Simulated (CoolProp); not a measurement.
Vapour-liquid equilibrium of acetone (1) + toluene (2) at 470.5 K; x and y are mole fractions of (1).

Computed with CoolProp (multi-fluid Helmholtz-energy mixture model, Lemmon 2006 and Lemmon 2006; pair parameters Bell 2016).

```tsv
x	bubble pressure (kPa)	y at the bubble point	dew pressure at overall composition x (kPa)	liquid density (mol/L)
0.05	833.0	0.158	749.1	7.450
0.125	996.6	0.321	805.4	7.559
0.2	1149	0.435	870.1	7.670
0.275	1292	0.522	944.9	7.784
0.35	1430	0.593	1032	7.900
0.425	1564	0.653	1133	8.017
0.5	1697	0.706	1253	8.138
0.575	1830	0.754	1393	8.260
0.65	1964	0.800	1558	8.385
0.725	2101	0.844	1748	8.512
0.8	2241	0.886	1964	8.642
0.875	2387	0.929	2204	8.773
0.95	2538	0.971	2463	8.906
```

No azeotrope shows between x = 0.05 and 0.95.

Pair parameters are fitted to limited data, so mixtures are less certain than the pure fluids. The gap from Raoult's law changes sign with composition, which may be real or a fault of the pair parameters; it wasn't checked against measurements.
